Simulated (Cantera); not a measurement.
## Thermodynamics of roasting and sulfation, feed MgCO3 + SO3 + O2 + SO2

A closed system holds: 1 mol MgCO3, 0.6 mol SO3, 1.3 mol O2, 0.39 mol SO2, at 0.0100 bar.

Cantera equilibrium calculation (NASA polynomials, part measured and part estimated; ideal gas, pure solids and liquids). Candidate condensed phases: C, Mg, MgCO3, MgO, MgS, MgSO4, S; 26 gas species. Mutual solubility and eutectic melting of coexisting phases are not modelled. Rates play no part.

| T (K) | x O2 | x CO2 | x SO2 | x SO3 | x O | x CO | x SO | n MgO(s) | n MgSO4(s) |
|---|---|---|---|---|---|---|---|---|---|
| 1100 | 0.447 | 0.291 | 0.251 | 0.0105 | 1.67e-8 | 5.81e-9 | 1.97e-10 | 0.909 | 0.0913 |
| 1150 | 0.444 | 0.280 | 0.270 | 0.00705 | 5.54e-8 | 2.14e-8 | 8.93e-10 | 1.00 | 0 |
| 1200 | 0.444 | 0.279 | 0.272 | 0.00466 | 1.67e-7 | 7.31e-8 | 3.36e-9 | 1.00 | 0 |
| 1250 | 0.445 | 0.279 | 0.273 | 0.00318 | 4.62e-7 | 2.26e-7 | 1.13e-8 | 1.00 | 0 |
| 1300 | 0.445 | 0.279 | 0.274 | 0.00223 | 1.18e-6 | 6.39e-7 | 3.47e-8 | 1.00 | 0 |
| 1350 | 0.445 | 0.279 | 0.274 | 0.00161 | 2.82e-6 | 1.68e-6 | 9.80e-8 | 1.00 | 0 |
| 1400 | 0.445 | 0.279 | 0.275 | 0.00119 | 6.32e-6 | 4.10e-6 | 2.56e-7 | 1.00 | 0 |
| 1450 | 0.445 | 0.279 | 0.275 | 0.000893 | 1.34e-5 | 9.41e-6 | 6.28e-7 | 1.00 | 0 |
| 1500 | 0.445 | 0.279 | 0.275 | 0.000686 | 2.71e-5 | 2.04e-5 | 1.45e-6 | 1.00 | 0 |
| 1550 | 0.446 | 0.279 | 0.275 | 0.000537 | 5.22e-5 | 4.22e-5 | 3.16e-6 | 1.00 | 0 |
| 1600 | 0.446 | 0.279 | 0.275 | 0.000426 | 9.68e-5 | 8.32e-5 | 6.58e-6 | 1.00 | 0 |
| 1650 | 0.446 | 0.278 | 0.275 | 0.000343 | 0.000173 | 0.000157 | 1.31e-5 | 1.00 | 0 |
x: gas mole fraction; n: condensed amount in mol.

At 1100 K the condensed part is MgO(s) + MgSO4(s). From 1150 K to 1650 K the condensed part is MgO(s).
